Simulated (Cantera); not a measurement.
Input: 1 mol Ta2O5, 0.81 mol CH4, 0.89 mol CO, held at 9.80 bar.

These are equilibrium values from Cantera (NASA tables, ideal gas, pure condensed phases), not measurements of a reactor. Candidate condensed phases: C, C6H6, C7H8, C8H18, H2O, Ta, TaC, Ta2O5; 113 gas species. Mutual solubility and eutectic melting of coexisting phases are not modelled. TaC: taken at fixed stoichiometry. Condensed phases not in the tables: Ta2C. Rates play no part. All values below are at 2448 K.

Base state: H2 0.514, CO 0.472, H2O 0.00823, H 0.00456, CO2 0.00125, TaO2 2.40e-5, OH 1.42e-5 (mole fractions); condensed: TaC(s) + Ta2O5(l).

### Question
What changes in the equilibrium state with this change: CO from 0.89 to 0.015 mol?

### Answer
| species | before | after |
|---|---|---|
| H2 | 0.514 | 0.720 |
| CO | 0.472 | 0.265 |
| H2O | 0.00823 | 0.00976 |
| TaO2 | 2.40e-5 | 2.61e-5 |
| CO2 | 0.00125 | 0.000593 |
| H | 0.00456 | 0.00539 |
| TaC(s), mol | 0.240 | 0.238 |
| Ta2O5(l), mol | 0.880 | 0.881 |
